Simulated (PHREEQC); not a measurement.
Make-up at 20 °C and 10 atm: 0.13 mol/kgw H3PO4, 0.07 mol/kgw KOH and 0.00021 mol/kgw NaCl. Closed to the air; pH follows from the charge balance.

Computed with PHREEQC (ion-association model, phreeqc.dat).

```
quantity                   before    after
------------------------  -------  -------
pH                           2.21     1.57
ionic strength (mol/kgw)   0.0776   0.0313
H2PO4- (mol/kgw)           0.0774   0.0311
H3PO4 (mol/kgw)            0.0526   0.0989
HPO4-2 (mol/kgw)          1.49e-6  1.13e-7
SI of Halite (NaCl)         -9.12    -9.07
```

### Question
Name the change that produced these shifts.
A. KOH replaced by KBr at the same molality
B. diluted 5-fold with water
C. diluted 10-fold with water
D. diluted 100-fold with water
E. KOH left out

### Answer
E, KOH left out

Precipitation was switched off in this run.
